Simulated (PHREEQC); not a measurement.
A solution holds 0.0019 mol HCl and 0.0086 mol NiSO4 per kg of water, at 25 °C. Closed to the air; pH follows from the charge balance.

Model: ion-association model, wateq4f.dat, run in PHREEQC.

```tsv
quantity	before	after
pH	2.90	3.20
ionic strength (mol/kgw)	0.0267	0.0259
SO4-2 (mol/kgw)	0.00596	0.00612
```

Question: What was changed between the two runs?
A. HCl left out
B. NiSO4 from 0.0086 to 0.0129 mol/kgw
C. HCl from 0.0019 to 0.00095 mol/kgw
D. diluted 100-fold with water
E. NiSO4 replaced by CaSO4 at the same molality

Answer: C, HCl from 0.0019 to 0.00095 mol/kgw

No solid was allowed to form.
